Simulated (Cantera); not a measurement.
**Equilibrium for silicon oxide and oxynitride deposition: HMDSO + NO + N2**

Input: 1 mol HMDSO, a varied amount of NO, 1.8 mol N2, equilibrated at 1550 K and 9.60e-5 bar.

Method: chemical equilibrium by Gibbs-energy minimisation in Cantera with the NASA 1993 tables (ideal gas, pure condensed phases). Candidate condensed phases: C, C6H6, C7H8, C8H18, H2O, Si, SiC, SiO2, Si2N2O, Si3N4; 151 gas species. The feed counts by its element totals alone. The tables hold silica as quartz up to 1696 K and as liquid above; real silica turns to tridymite and cristobalite and melts near 1996 K. The numbers say what is thermodynamically allowed, not how fast it happens.

At 2.2 mol NO the condensed part is C(graphite) + SiC(s). From 3.2 mol NO to 6.5 mol NO the condensed part is SiC(s). From 9.3 mol NO to 27 mol NO the condensed part is SiO2(β-quartz). The main Si-bearing gas is SiO throughout.

```tsv
n(NO) (mol)	log p H2	log p N2	log p H2O	log p CO	log p CO2	log p SiO	log p O2	log p H	n C(graphite)	n SiC(s)	n SiO2(β-quartz)
2.2	-4.24	-4.74	-11.85	-4.69	-12.75	-7.31	<-16	-6.62	0.807	1.99	0
3.2	-4.29	-4.71	-11.32	-4.63	-12.11	-6.23	<-16	-6.64	0	1.90	0
4.5	-4.33	-4.68	-10.95	-4.61	-11.67	-5.41	<-16	-6.67	0	1.25	0
6.5	-4.40	-4.65	-10.86	-4.59	-11.50	-5.11	<-16	-6.70	0	0.249	0
9.3	-4.41	-4.54	-5.90	-4.58	-6.52	-6.67	-13.87	-6.71	0	0	1.95
13	-4.61	-4.47	-4.90	-4.68	-5.41	-7.87	-11.46	-6.81	0	0	2.00
19	-5.10	-4.38	-4.60	-4.99	-4.94	-8.66	-9.89	-7.05	0	0	2.00
27	-7.34	-4.34	-4.57	-7.07	-4.74	-10.93	-5.34	-8.17	0	0	2.00
```
log p: log10 of the partial pressure in bar; n: condensed amount in mol.
